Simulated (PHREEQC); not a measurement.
Consider water at 25 °C with 0.018 mol/kgw KOH and 0.00022 mol/kgw KNO3. Closed to the air; pH follows from the charge balance.

Equilibrium calculation in PHREEQC: ion-association model, phreeqc.dat.

```json
{
  "pH": "12.19",
  "ionic_strength": "0.0182 mol/kgw",
  "specific_conductance": "4490 µS/cm",
  "total_alkalinity": "18.0 meq/kg"
}
```

```csv
species,molality,activity,log γ
K+,0.0182,0.0159,-0.059
OH-,0.0180,0.0157,-0.060
NO3-,0.000220,0.000191,-0.061
```

Precipitation was switched off in this run. Complexes and solids missing from the database can't appear.
